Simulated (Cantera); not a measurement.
Feed: 1 mol Al, a varied amount of Cl2, 9.1 mol H2, at 400 °C and 70.0 Pa.

Equilibrium computed with Cantera from the NASA thermochemical tables; the gas is ideal and each condensed phase is pure. Candidate condensed phases: Al, AlCl3; 12 gas species. Kinetics and transport are ignored.

**Question.** Which condensed phases are stable at each of these points (n(Cl2) (mol)): 0.8, 1.2, 1.7, 2.6, 3.8, 5.7, 8.4?

**Answer.** 
```tsv
n(Cl2) (mol)	condensed phases	Al condensed (%)
0.8	Al(s)	46.6
1.2	Al(s)	19.9
1.7	gas only	0.0
2.6	gas only	0.0
3.8	gas only	0.0
5.7	gas only	0.0
8.4	gas only	0.0
```

From 0.8 mol Cl2 to 1.2 mol Cl2 the condensed part is Al(s). From 1.7 mol Cl2 to 8.4 mol Cl2 nothing is condensed.
